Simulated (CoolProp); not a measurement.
The fluid at 389.86 K and 0.609 MPa is throttled through a valve to 0.411 MPa with no heat exchange. The same conditions are run with several fluids, on thermodynamics alone (safety and materials aside).

Computed with CoolProp (reference Helmholtz-energy equation of state of each fluid (n-pentane: Thol 2019; fluoroethane (R161): Wu 2012; sulfur hexafluoride: Guder 2009; n-perfluoropentane: Gao 2022; propyne: Polt 1992)). The equations of Platzer and Polt are older, rougher fits.

```json
[
 {"fluid": "n-pentane", "temperature change (K)": "(withheld)", "final density (kg/m³)": "(withheld)"},
 {"fluid": "fluoroethane (R161)", "temperature change (K)": "(withheld)", "final density (kg/m³)": "(withheld)"},
 {"fluid": "sulfur hexafluoride", "temperature change (K)": "-0.9", "final density (kg/m³)": "(withheld)"},
 {"fluid": "n-perfluoropentane", "temperature change (K)": "-2.3", "final density (kg/m³)": "(withheld)"},
 {"fluid": "propyne", "temperature change (K)": "(withheld)", "final density (kg/m³)": "5.26"}
]
```

Q: Fill in the missing entries.

A: 
- n-pentane, temperature change (K): -3.3
- n-pentane, final density (kg/m³): 10.1
- fluoroethane (R161), temperature change (K): -1.9
- fluoroethane (R161), final density (kg/m³): 6.29
- sulfur hexafluoride, final density (kg/m³): 18.9
- n-perfluoropentane, final density (kg/m³): 40.8
- propyne, temperature change (K): -2.0
